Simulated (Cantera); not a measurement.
**Boron, boron nitride and boron oxide: B2H6 + O2**

Feed: 1 mol B2H6, 4.5 mol O2, at 21000 Pa.

These are equilibrium values from Cantera (NASA tables, ideal gas, pure condensed phases), not measurements of a reactor. Candidate condensed phases: B, B2O3, B3O3H3, H2O; 23 gas species. The feed counts by its element totals alone. Gases not in the tables: H3BO3. Kinetics and transport are ignored.

From 1002 °C to 1502 °C the condensed part is B2O3(l). From 1602 °C to 2002 °C nothing is condensed.

```tsv
T (°C)	x H2O	x O2	x HBO2	x B2O3	x OH	x BO2	n B2O3(l)
1002	0.661	0.333	0.00402	4.38e-7	3.33e-5	2.56e-7	0.976
1102	0.654	0.331	0.0127	6.26e-6	0.000101	2.45e-6	0.960
1202	0.637	0.328	0.0337	6.14e-5	0.000261	1.71e-5	0.915
1302	0.601	0.320	0.0770	0.000444	0.000586	9.23e-5	0.812
1402	0.535	0.306	0.153	0.00250	0.00115	0.000403	0.608
1502	0.434	0.284	0.267	0.0115	0.00196	0.00147	0.231
1602	0.385	0.271	0.316	0.0219	0.00329	0.00327	0
1702	0.387	0.269	0.308	0.0246	0.00559	0.00538	0
1802	0.387	0.267	0.299	0.0270	0.00900	0.00838	0
1902	0.387	0.263	0.289	0.0292	0.0138	0.0125	0
2002	0.385	0.259	0.279	0.0310	0.0204	0.0178	0
```
x: gas mole fraction; n: condensed amount in mol.
